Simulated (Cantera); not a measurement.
A closed system holds: 1 mol n-butane, 1.8 mol H₂O, at 0.00133 bar.

Cantera equilibrium calculation (NASA polynomials, part measured and part estimated; ideal gas, pure solids and liquids). Candidate condensed phases: C, C₆H₆, C₇H₈, C₈H₁₈, H₂O; 110 gas species. Rates play no part.

Problem. Which condensed phases are stable at each of these points (T (°C)): 1527, 1677, 1827, 1977, 2127, 2277, 2427, 2577, 2727?

Solution. 
```json
[
 {"T (°C)": "1527", "condensed phases": "C(graphite)", "C condensed (%)": "54.9"},
 {"T (°C)": "1677", "condensed phases": "C(graphite)", "C condensed (%)": "54.8"},
 {"T (°C)": "1827", "condensed phases": "C(graphite)", "C condensed (%)": "54.5"},
 {"T (°C)": "1977", "condensed phases": "C(graphite)", "C condensed (%)": "54.0"},
 {"T (°C)": "2127", "condensed phases": "C(graphite)", "C condensed (%)": "53.1"},
 {"T (°C)": "2277", "condensed phases": "C(graphite)", "C condensed (%)": "51.3"},
 {"T (°C)": "2427", "condensed phases": "C(graphite)", "C condensed (%)": "43.5"},
 {"T (°C)": "2577", "condensed phases": "gas only", "C condensed (%)": "0.0"},
 {"T (°C)": "2727", "condensed phases": "gas only", "C condensed (%)": "0.0"}
]
```

From 1527 °C to 2427 °C the condensed part is C(graphite). From 2577 °C to 2727 °C nothing is condensed.
